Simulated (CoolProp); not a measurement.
Computed with CoolProp (reference Helmholtz-energy equation of state, Lemmon 2016).

For R115, give the phase and the density (kg/m³), cv (kJ/(kg K)), expansivity (1/kK) at 500 K and 0.996 MPa; 500 K and 1.28 MPa.


- 500 K and 0.996 MPa: gas; density 38.1, cv 0.872, expansivity 2.26
- 500 K and 1.28 MPa: gas; density 49.5, cv 0.873, expansivity 2.34
